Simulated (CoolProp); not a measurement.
Ethylbenzene along the isobar 1.75 bar: density (kg/m³) from the reference equation and from simpler models built on Tc = 617.1 K, pc = 36.22 bar, ω = 0.304; each cubic takes its own stable root.

The numbers come from the reference Helmholtz-energy equation of state, Zhou 2012 in CoolProp.

```json
[
 {"T (K)": "264.2", "phase": "liquid", "reference": "892.1", "van der Waals": "510.5", "Redlich-Kwong": "760.2", "Peng-Robinson": "869.4"},
 {"T (K)": "286.5", "phase": "liquid", "reference": "872.7", "van der Waals": "501.2", "Redlich-Kwong": "745.4", "Peng-Robinson": "___"},
 {"T (K)": "308.8", "phase": "liquid", "reference": "853.3", "van der Waals": "491.4", "Redlich-Kwong": "729.7", "Peng-Robinson": "842.4"},
 {"T (K)": "331.1", "phase": "liquid", "reference": "833.6", "van der Waals": "481.2", "Redlich-Kwong": "712.8", "Peng-Robinson": "827.0"},
 {"T (K)": "353.4", "phase": "liquid", "reference": "813.5", "van der Waals": "6.687", "Redlich-Kwong": "694.8", "Peng-Robinson": "810.3"},
 {"T (K)": "375.7", "phase": "liquid", "reference": "___", "van der Waals": "6.242", "Redlich-Kwong": "675.5", "Peng-Robinson": "792.0"},
 {"T (K)": "398", "phase": "liquid", "reference": "771.6", "van der Waals": "5.856", "Redlich-Kwong": "654.7", "Peng-Robinson": "771.8"},
 {"T (K)": "420.3", "phase": "liquid", "reference": "749.4", "van der Waals": "5.517", "Redlich-Kwong": "5.596", "Peng-Robinson": "749.5"},
 {"T (K)": "442.5", "phase": "gas", "reference": "___", "van der Waals": "5.218", "Redlich-Kwong": "5.277", "Peng-Robinson": "5.322"},
 {"T (K)": "464.8", "phase": "gas", "reference": "5.050", "van der Waals": "4.949", "Redlich-Kwong": "___", "Peng-Robinson": "5.030"},
 {"T (K)": "487.1", "phase": "gas", "reference": "4.779", "van der Waals": "4.708", "Redlich-Kwong": "4.743", "Peng-Robinson": "___"},
 {"T (K)": "509.4", "phase": "gas", "reference": "4.541", "van der Waals": "___", "Redlich-Kwong": "4.517", "Peng-Robinson": "4.539"},
 {"T (K)": "531.7", "phase": "gas", "reference": "4.329", "van der Waals": "___", "Redlich-Kwong": "4.313", "Peng-Robinson": "4.331"},
 {"T (K)": "554", "phase": "gas", "reference": "4.138", "van der Waals": "4.111", "Redlich-Kwong": "___", "Peng-Robinson": "4.141"},
 {"T (K)": "576.3", "phase": "gas", "reference": "3.965", "van der Waals": "3.945", "Redlich-Kwong": "3.958", "Peng-Robinson": "3.969"}
]
```

Question: Fill in the missing entries.

Answer: 
- 286.5, Peng-Robinson: 856.5
- 375.7, reference: 792.9
- 442.5, reference: 5.361
- 464.8, Redlich-Kwong: 4.995
- 487.1, Peng-Robinson: 4.771
- 509.4, van der Waals: 4.490
- 531.7, van der Waals: 4.292
- 554, Redlich-Kwong: 4.127

At some of these states van der Waals, Redlich-Kwong gives the other phase, because its saturation line lies elsewhere.
